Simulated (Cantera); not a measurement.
A Cantera script and its output.

```python
import numpy as np
import cantera as ct

gas = ct.Solution("gri30.yaml")
gas.TPX = 375, 1000000, {'CH4': 1, 'O2': 1.25, 'N2': 4.7}
inlet = ct.Reservoir(gas, clone=True)
gas.equilibrate("HP")  # start burning
reactor = ct.IdealGasConstPressureReactor(gas, energy="on", clone=False)
exhaust = ct.Reservoir(gas, clone=True)
tau = [0.067, 0.034, 0.018, 0.0091, 0.0047, 0.0024, 0.0012, 0.00063, 0.00033, 0.00017, 8.6e-05, 4.4e-05][0]
for a, b in ((inlet, reactor), (reactor, exhaust)):
    ct.MassFlowController(a, b, mdot=lambda t: reactor.mass / tau)
net = ct.ReactorNet([reactor])
show = ['CH4', 'O2', 'CH3', 'H', 'CH2', 'CO2', 'N2O']

rows = []
print(f"{'tau/s':>10s}{'T/K':>9s}" + "".join(f"{s:>11s}" for s in show))
for tau in [0.067, 0.034, 0.018, 0.0091, 0.0047, 0.0024, 0.0012, 0.00063, 0.00033, 0.00017, 8.6e-05, 4.4e-05]:
    net.initial_time = 0.0
    net.advance(30 * tau)
    before = gas.X
    net.advance(40 * tau)
    drift = np.max(np.abs(gas.X - before) / (gas.X + 1e-9))
    rows.append([gas.T, *gas[show].X, drift])
    print(f"{tau:10.3e}{gas.T:9.1f}" + "".join(f"{x:11.3e}" for x in gas[show].X))
```

Result:

```
     tau/s      T/K        CH4         O2        CH3          H        CH2        CO2        N2O
 6.700e-02   1912.3  4.484e-03  1.841e-04  9.257e-05  8.883e-05  1.339e-07  3.866e-02  8.072e-10
 3.400e-02   1919.1  5.764e-03  3.378e-04  1.335e-04  9.387e-05  2.290e-07  3.959e-02  1.292e-09
 1.800e-02   1924.8  7.089e-03  5.922e-04  1.847e-04  9.926e-05  3.750e-07  4.045e-02  2.073e-09
 9.100e-03   1928.8  8.642e-03  1.072e-03  2.570e-04  1.057e-04  6.251e-07  4.118e-02  3.535e-09
 4.700e-03   1928.8  1.030e-02  1.892e-03  3.474e-04  1.122e-04  9.954e-07  4.148e-02  6.074e-09
 2.400e-03   1921.7  1.223e-02  3.370e-03  4.618e-04  1.183e-04  1.519e-06  4.104e-02  1.086e-08
 1.200e-03   1900.5  1.474e-02  6.225e-03  5.998e-04  1.212e-04  2.131e-06  3.928e-02  2.087e-08
 6.300e-04   1850.8  1.849e-02  1.195e-02  7.208e-04  1.122e-04  2.369e-06  3.533e-02  4.332e-08
 3.300e-04    375.0  1.439e-01  1.799e-01 -1.144e-22  4.832e-34  1.132e-33 -5.060e-16 -2.325e-21
 1.700e-04    375.0  1.439e-01  1.799e-01 -1.032e-26 -1.867e-37 -4.362e-37 -4.635e-20 -2.129e-25
 8.600e-05    375.0  1.439e-01  1.799e-01 -5.750e-28  5.342e-39  1.250e-38 -2.928e-21 -1.345e-26
 4.400e-05    375.0  1.439e-01  1.799e-01  2.968e-30  1.803e-40  4.229e-40 -1.849e-22 -8.497e-28
```

Computed with Cantera and GRI-Mech 3.0 (53 species, 325 reactions).
